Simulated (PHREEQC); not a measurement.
A PHREEQC input (ion-association model, wateq4f.dat):

```
SOLUTION 1
  temp 25
  units mg/kgw
  pH 6.37
  pe 10.9
  Na 0.00726
  K 0.0054
  Ca 0.042
  Mg 0.00132
  Cl 0.0275 charge
  Li 0.1 charge
  S(6) 0.0307 as SO4
  Alkalinity 0.0844 as HCO3
  B 1.47e-05
END
USE solution 1
EQUILIBRIUM_PHASES 1
  CO2(g) -2.5 10
END
```

It stops with these messages:

```
ERROR: Charge balance specified for more than one species.
ERROR: Program terminating due to input errors.
```

The fault: two constituents marked charge. The line should read `Cl 0.0275` where the input has `Cl 0.0275 charge / Li 0.1 charge`. With the mend the run ends at pH 5.20 and ionic strength 1.04e-5 mol/kgw.
